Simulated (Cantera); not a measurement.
A closed system holds: 1 mol Cr, 2.4 mol N₂O, 4.5 mol N₂, equilibrated at 0.0630 bar.

Method: chemical equilibrium by Gibbs-energy minimisation in Cantera with the NASA 1993 tables (ideal gas, pure condensed phases). Candidate condensed phases: Cr, CrN, Cr₂N, Cr₂O₃; 14 gas species. Equilibrium is a limit: real reactors are often held back by kinetics, nucleation or transport.

Which condensed phases are stable at each of these points (T (K)): 2275, 2350, 2425, 2500, 2575, 2650, 2725, 2800?


```csv
T (K),condensed phases,Cr condensed (%)
2275,Cr₂O₃(s),97.3
2350,Cr₂O₃(s),94.1
2425,Cr₂O₃(s),87.0
2500,Cr₂O₃(s),71.8
2575,Cr₂O₃(s),37.0
2650,gas only,0.0
2725,gas only,0.0
2800,gas only,0.0
```

From 2275 K to 2575 K the condensed part is Cr₂O₃(s). From 2650 K to 2800 K nothing is condensed.
